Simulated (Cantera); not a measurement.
Charge: 1 mol CH₃F, at 3023.15 K.

Method: chemical equilibrium by Gibbs-energy minimisation in Cantera with the NASA 1993 tables (ideal gas, pure condensed phases). Candidate condensed phases: C, C₆H₆, C₇H₈, C₈H₁₈; 95 gas species. Rates play no part.

**Question.** What share of the C ends up in condensed phases as a function of P (Pa), at 1, 6.80, 46, 320, 2200, 15000, 100000?

**Answer.** 
```tsv
P (Pa)	C condensed (%)	as
1	0.0	-
6.80	0.0	-
46	0.0	-
320	0.0	-
2200	74.7	C(graphite)
15000	86.9	C(graphite)
100000	87.4	C(graphite)
```
